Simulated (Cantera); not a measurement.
# N2O furnace oxynitridation

An isothermal, constant-pressure homogeneous reactor starts with 65.8 % N₂O, 34.2 % O₂, at 1273 K and 0.0109 atm.

Detailed kinetics in Cantera: GRI-Mech 3.0 (53 species, 325 reactions). GRI-Mech 3.0 was tuned for natural gas; its chemistry of N2O as a main component is partial and can be far from experiment. Radical loss at walls, strong at low pressure, is not modelled. The mechanism lacks the step 2 NO + O2 → 2 NO2, which can matter for NO2 below about 1400 K. The temperature is held fixed by assumption; the heat of reaction is taken as removed at once.

```json
[
 {"t (s)": "6.00e-5", "x N₂O": "0.658", "x O₂": "0.342", "x NO₂": "<1e-12", "x O": "4.71e-7", "x N₂": "5.12e-7", "x NO": "6.06e-9"},
 {"t (s)": "0.000181", "x N₂O": "0.658", "x O₂": "0.342", "x NO₂": "<1e-12", "x O": "1.30e-6", "x N₂": "1.65e-6", "x NO": "5.15e-8"},
 {"t (s)": "0.000543", "x N₂O": "0.658", "x O₂": "0.342", "x NO₂": "<1e-12", "x O": "3.02e-6", "x N₂": "5.72e-6", "x NO": "3.93e-7"},
 {"t (s)": "0.00164", "x N₂O": "0.658", "x O₂": "0.342", "x NO₂": "<1e-12", "x O": "4.90e-6", "x N₂": "2.08e-5", "x NO": "2.33e-6"},
 {"t (s)": "0.00492", "x N₂O": "0.658", "x O₂": "0.342", "x NO₂": "1.43e-11", "x O": "5.32e-6", "x N₂": "7.08e-5", "x NO": "9.57e-6"},
 {"t (s)": "0.0148", "x N₂O": "0.658", "x O₂": "0.342", "x NO₂": "1.54e-10", "x O": "5.32e-6", "x N₂": "0.000222", "x NO": "3.17e-5"},
 {"t (s)": "0.0446", "x N₂O": "0.657", "x O₂": "0.342", "x NO₂": "1.45e-9", "x O": "5.32e-6", "x N₂": "0.000678", "x NO": "9.83e-5"},
 {"t (s)": "0.134", "x N₂O": "0.655", "x O₂": "0.343", "x NO₂": "1.24e-8", "x O": "5.32e-6", "x N₂": "0.00205", "x NO": "0.000298"},
 {"t (s)": "0.404", "x N₂O": "0.649", "x O₂": "0.344", "x NO₂": "9.31e-8", "x O": "5.32e-6", "x N₂": "0.00613", "x NO": "0.000895"},
 {"t (s)": "1.22", "x N₂O": "0.632", "x O₂": "0.347", "x NO₂": "5.23e-7", "x O": "5.32e-6", "x N₂": "0.0182", "x NO": "0.00265"},
 {"t (s)": "3.66", "x N₂O": "0.584", "x O₂": "0.357", "x NO₂": "2.00e-6", "x O": "5.32e-6", "x N₂": "0.0520", "x NO": "0.00760"},
 {"t (s)": "11.0", "x N₂O": "0.463", "x O₂": "0.380", "x NO₂": "5.96e-6", "x O": "5.31e-6", "x N₂": "0.137", "x NO": "0.0199"},
 {"t (s)": "33.1", "x N₂O": "0.243", "x O₂": "0.424", "x NO₂": "1.41e-5", "x O": "5.29e-6", "x N₂": "0.291", "x NO": "0.0425"},
 {"t (s)": "99.7", "x N₂O": "0.0428", "x O₂": "0.463", "x NO₂": "2.30e-5", "x O": "5.03e-6", "x N₂": "0.431", "x NO": "0.0627"},
 {"t (s)": "300", "x N₂O": "0.000721", "x O₂": "0.471", "x NO₂": "6.59e-5", "x O": "1.46e-6", "x N₂": "0.461", "x NO": "0.0665"}
]
```
x: mole fraction; the columns are a selection and need not sum to one.

Equilibrium at this temperature and pressure: N₂O 2.28e-9, O₂ 0.505, NO₂ 8.04e-7, O 7.33e-7, N₂ 0.495, NO 0.000409 (gas phase only).
